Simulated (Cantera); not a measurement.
Feed: 1 mol NiS, 2900 mol H₂, held at 1.00 bar.

Method: chemical equilibrium by Gibbs-energy minimisation in Cantera with the NASA 1993 tables (ideal gas, pure condensed phases). Candidate condensed phases: Ni, NiS, NiS₂, Ni₃S₂, Ni₃S₄, S; 9 gas species. Equilibrium is a limit: real reactors are often held back by kinetics, nucleation or transport.

log p: log10 of the partial pressure in bar; n: condensed amount in mol.

```tsv
T (°C)	log p H₂	log p H	log p H₂S	log p Ni	log p SH	n Ni₃S₂(s)	n Ni(s)	n Ni(l)
327	0.00	<-12	-3.94	<-12	<-12	0.333	0	0
477	0.00	<-12	-3.56	<-12	[?]	0.101	0.696	0
627	0.00	-9.93	-3.46	<-12	[?]	0	1.00	0
777	0.00	-8.09	-3.46	<-12	[?]	0	1.00	0
927	0.00	-6.70	-3.46	-10.97	[?]	0	1.00	0
1077	0.00	-5.62	-3.46	-8.92	[?]	0	1.000	0
1227	0.00	-4.75	-3.46	-7.29	[?]	0	1.000	0
1377	0.00	-4.04	-3.47	-5.96	[?]	0	0.997	0
1527	0.00	-3.45	-3.48	-4.88	[?]	0	0	0.961
1677	0.00	-2.94	-3.50	-3.99	[?]	0	0	0.701
1827	0.00	-2.51	-3.55	-3.47	[?]	0	0	0
```

Some entries are withheld; supply them.


- 477, log p SH: -11.64
- 627, log p SH: -9.64
- 777, log p SH: -8.27
- 927, log p SH: -7.25
- 1077, log p SH: -6.45
- 1227, log p SH: -5.82
- 1377, log p SH: -5.30
- 1527, log p SH: -4.87
- 1677, log p SH: -4.53
- 1827, log p SH: -4.26
